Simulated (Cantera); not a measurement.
Charge: 1 mol TiCl4, 1.3 mol CH4, equilibrated at 1777 °C and 10.0 mbar.

These are equilibrium values from Cantera (NASA tables, ideal gas, pure condensed phases), not measurements of a reactor. Candidate condensed phases: C, C6H6, C7H8, C8H18, Ti, TiC, TiCl2, TiCl3, TiCl4; 96 gas species. The tables' values for TiCl2 are old estimates; treat these amounts as uncertain. TiC: taken at fixed stoichiometry. Equilibrium is a limit: real reactors are often held back by kinetics, nucleation or transport.

Base state: HCl 0.723, H2 0.197, TiCl3 0.0315, Cl 0.0273, H 0.0101, TiCl2 0.00922, TiCl4 0.00111, C2H2 (acetylene) 0.000210 (mole fractions); condensed: C(graphite) + TiC(s).

Question: What changes in the equilibrium state with this change: CH4 from 1.3 to 4.5 mol?

Answer: 
```tsv
species	before	after
H2	0.197	0.624
HCl	0.723	0.348
H	0.0101	0.0179
TiCl3	0.0315	0.000627
Cl	0.0273	0.00741
TiCl2	0.00922	0.000677
TiCl4	0.00111	5.98e-6
TiCl	5.65e-5	1.53e-5
C2H2 (acetylene)	0.000210	0.000663
C(graphite), mol	0.491	3.50
TiC(s), mol	0.807	0.985
```
